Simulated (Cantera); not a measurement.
Equilibrium for titanium nitride, carbide and oxide coatings: TiCl4 + CH4

Input: 1 mol TiCl4, 0.18 mol CH4, at 1198.15 K.

These are equilibrium values from Cantera (NASA tables, ideal gas, pure condensed phases), not measurements of a reactor. Candidate condensed phases: C, C6H6, C7H8, C8H18, Ti, TiC, TiCl2, TiCl3, TiCl4; 96 gas species. The tables' values for TiCl2 are old estimates; treat these amounts as uncertain. TiC: taken at fixed stoichiometry. Equilibrium is a limit: real reactors are often held back by kinetics, nucleation or transport.

From 10.0 Pa to 1.00 bar the condensed part is C(graphite) + TiC(s). The main Ti-bearing gas is TiCl4 throughout. The share of Ti in condensed phases is highest at 1.40 mbar (6.5 %) and lowest at 1.00 bar (3.2 %).

| P (Pa) | log p TiCl4 | log p HCl | log p TiCl3 | log p H2 | log p CH4 | n C(graphite) | n TiC(s) |
|---|---|---|---|---|---|---|---|
| 10 | -4.52 | -4.40 | -4.55 | -5.66 | -13.12 | 0.134 | 0.0464 |
| 37 | -3.88 | -3.85 | -4.07 | -4.89 | -11.57 | 0.121 | 0.0589 |
| 140 | -3.24 | -3.31 | -3.59 | -4.12 | -10.03 | 0.115 | 0.0647 |
| 520 | -2.62 | -2.79 | -3.12 | -3.39 | -8.58 | 0.116 | 0.0637 |
| 1900 | -2.01 | -2.29 | -2.66 | -2.70 | -7.19 | 0.122 | 0.0580 |
| 7200 | -1.40 | -1.80 | -2.20 | -2.02 | -5.83 | 0.131 | 0.0495 |
| 27000 | -0.79 | -1.32 | -1.75 | -1.36 | -4.52 | 0.140 | 0.0402 |
| 100000 | -0.20 | -0.86 | -1.31 | -0.74 | -3.27 | 0.148 | 0.0316 |
log p: log10 of the partial pressure in bar; n: condensed amount in mol.
